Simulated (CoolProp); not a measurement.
The fluid at 298.15 K and 0.353 MPa (stagnation) flows isentropically through a choked orifice. The same conditions are run with several fluids, on thermodynamics alone (safety and materials aside).

Model: reference Helmholtz-energy equation of state of each fluid (C3F8 (R218): Lemmon 2006; R152A: Outcalt 1996; nitrogen: Span 2000; nitrous oxide: Lemmon 2006; CH2F2 (R32): Tillner-Roth 1997), in CoolProp.

```tsv
fluid	throat to inlet pressure ratio	mass flux (kg/(m² s))	throat temperature (K)
C3F8 (R218)	0.602	1950	288.5
R152A	0.580	1200	276.6
nitrogen	0.528	814	248.3
nitrous oxide	0.548	997	260.6
CH2F2 (R32)	0.555	1080	264.7
```
